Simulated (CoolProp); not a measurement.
Values from CoolProp's reference Helmholtz-energy equation of state, Bücker 2006.

Give the vapour pressure (MPa), liquid density (kg/m³), vapour density (kg/m³), enthalpy of vaporisation (kJ/kg) of saturated ethane at 188.6 K.


```
T (K)  p (MPa)  liquid density (kg/m³)  vapour density (kg/m³)  enthalpy of vaporisation (kJ/kg)
-----  -------  ----------------------  ----------------------  --------------------------------
188.6    0.125                     539                    2.50                               484
```
